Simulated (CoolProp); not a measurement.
Carbon dioxide along the isotherm 221.6 K: Z from the reference equation and from simpler models built on Tc = 304.1 K, pc = 7.377 MPa, ω = 0.224; each cubic takes its own stable root.

The numbers come from the reference Helmholtz-energy equation of state, Span 1996 in CoolProp.

```json
[
 {"p (MPa)": "0.0117", "phase": "gas", "reference": "0.9985", "van der Waals": "0.9990", "Redlich-Kwong": "0.9987", "Peng-Robinson": "0.9985"},
 {"p (MPa)": "0.0182", "phase": "gas", "reference": "0.9976", "van der Waals": "0.9985", "Redlich-Kwong": "0.9980", "Peng-Robinson": "0.9977"},
 {"p (MPa)": "0.0283", "phase": "gas", "reference": "0.9962", "van der Waals": "0.9976", "Redlich-Kwong": "0.9968", "Peng-Robinson": "0.9964"},
 {"p (MPa)": "0.044", "phase": "gas", "reference": "0.9942", "van der Waals": "0.9963", "Redlich-Kwong": "0.9951", "Peng-Robinson": "0.9944"},
 {"p (MPa)": "0.0686", "phase": "gas", "reference": "0.9909", "van der Waals": "0.9942", "Redlich-Kwong": "0.9923", "Peng-Robinson": "0.9912"},
 {"p (MPa)": "0.107", "phase": "gas", "reference": "0.9857", "van der Waals": "0.9909", "Redlich-Kwong": "0.9879", "Peng-Robinson": "0.9862"},
 {"p (MPa)": "0.166", "phase": "gas", "reference": "0.9776", "van der Waals": "0.9858", "Redlich-Kwong": "0.9812", "Peng-Robinson": "0.9785"},
 {"p (MPa)": "0.259", "phase": "gas", "reference": "0.9646", "van der Waals": "0.9777", "Redlich-Kwong": "?", "Peng-Robinson": "0.9661"},
 {"p (MPa)": "0.403", "phase": "gas", "reference": "?", "van der Waals": "0.9648", "Redlich-Kwong": "0.9532", "Peng-Robinson": "0.9464"},
 {"p (MPa)": "0.977", "phase": "liquid", "reference": "?", "van der Waals": "0.9100", "Redlich-Kwong": "0.02267", "Peng-Robinson": "0.01927"},
 {"p (MPa)": "1.52", "phase": "liquid", "reference": "0.03124", "van der Waals": "0.8509", "Redlich-Kwong": "0.03519", "Peng-Robinson": "0.02994"},
 {"p (MPa)": "2.37", "phase": "liquid", "reference": "0.04863", "van der Waals": "0.07894", "Redlich-Kwong": "0.05469", "Peng-Robinson": "0.04659"},
 {"p (MPa)": "3.69", "phase": "liquid", "reference": "0.07552", "van der Waals": "0.1218", "Redlich-Kwong": "0.08471", "Peng-Robinson": "0.07229"}
]
```

**Question.** What belongs in the gaps?

**Answer.** 
- 0.259, Redlich-Kwong: 0.9703
- 0.403, reference: 0.9438
- 0.977, reference: 0.02010

At some of these states van der Waals gives the other phase, because its saturation line lies elsewhere.
